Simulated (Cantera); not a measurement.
Charge: 1 mol Fe2O3, 1.5 mol C, 1 mol N2, held at 1 atm.

These are equilibrium values from Cantera (NASA tables, ideal gas, pure condensed phases), not measurements of a reactor. Candidate condensed phases: C, Fe, Fe(CO)5, FeO, Fe2O3, Fe3O4; 27 gas species. Each liquid is taken as pure. Mutual solubility and eutectic melting of coexisting phases are not modelled. The tables' stoichiometric FeO is somewhat more stable than real wüstite, so its field is too wide. FeO: taken at fixed stoichiometry. The numbers say what is thermodynamically allowed, not how fast it happens.

x: gas mole fraction; n: condensed amount in mol.

| T (°C) | x CO | x N2 | x CO2 | x Fe | x FeO | x NO | x O | n Fe(γ) | n FeO(s) | n Fe(δ) | n FeO(l) | n Fe(l) |
|---|---|---|---|---|---|---|---|---|---|---|---|---|
| 1300 | 0.520 | 0.400 | 0.0804 | 6.49e-7 | 1.56e-9 | 5.71e-9 | 2.22e-11 | 0.701 | 1.30 | 0 | 0 | 0 |
| 1400 | 0.525 | 0.400 | 0.0750 | 3.96e-6 | 1.45e-8 | 2.88e-8 | 2.35e-10 | 0 | 0 | 0.688 | 1.31 | 0 |
| 1500 | 0.534 | 0.400 | 0.0660 | 1.95e-5 | 9.64e-8 | 1.12e-7 | 1.77e-9 | 0 | 0 | 0.665 | 1.33 | 0 |
| 1600 | 0.540 | 0.400 | 0.0604 | 7.80e-5 | 5.16e-7 | 3.88e-7 | 1.11e-8 | 0 | 0 | 0 | 1.35 | 0.651 |
| 1700 | 0.543 | 0.400 | 0.0566 | … | … | … | … | 0 | 0 | 0 | 1.36 | 0.641 |
| 1800 | 0.546 | 0.400 | 0.0534 | … | … | … | … | 0 | 0 | 0 | 1.37 | 0.632 |
| 1900 | 0.548 | 0.399 | 0.0506 | 0.00213 | 2.98e-5 | 8.44e-6 | 1.03e-6 | 0 | 0 | 0 | 1.37 | 0.621 |
| 2000 | 0.549 | 0.398 | 0.0481 | 0.00523 | 8.95e-5 | 1.96e-5 | 3.59e-6 | 0 | 0 | 0 | 1.38 | 0.608 |
| 2100 | 0.547 | 0.395 | 0.0457 | 0.0118 | 0.000243 | 4.23e-5 | 1.12e-5 | 0 | 0 | 0 | 1.38 | 0.586 |

**Question.** What belongs in the gaps?

**Answer.** 
- 1800, x Fe: 0.000792
- 1800, x FeO: 8.87e-6
- 1800, x NO: 3.34e-6
- 1800, x O: 2.64e-7
- 1700, x Fe: 0.000265
- 1700, x FeO: 2.31e-6
- 1700, x NO: 1.20e-6
- 1700, x O: 5.87e-8
